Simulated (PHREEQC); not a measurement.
Model water analysis in mg/kgw, 20 °C, pH 3.96, pe 9.5: Na 170; K 609; Ca 168; Mg 100; Cl 246; S(6) as SO4 1560; Zn 0.283.

Valence states are taken as typed.

Model: ion-association model, phreeqc.dat, run in PHREEQC.

```
quantity                    before    after
-------------------------  -------  -------
ionic strength (mol/kgw)    0.0512    0.141
SO4-2 (mol/kgw)             0.0126   0.0337
Ca+2 (mol/kgw)             0.00286  0.00754
Mg+2 (mol/kgw)             0.00262  0.00670
MgSO4 (mol/kgw)            0.00150  0.00564
SI of Gypsum (CaSO4:2H2O)    -0.52    +0.06
SI of Sylvite (KCl)          -5.04    -4.17
```

Q: Which change was made?
A. K from 609 to 1220 mg/kgw
B. all concentrations times 3 at the same typed pH
C. Na from 170 to 340 mg/kgw

A: B, all concentrations times 3 at the same typed pH

This is a speciation only: nothing precipitates in the calculation. Some of these states are supersaturated (in Gypsum, for instance).
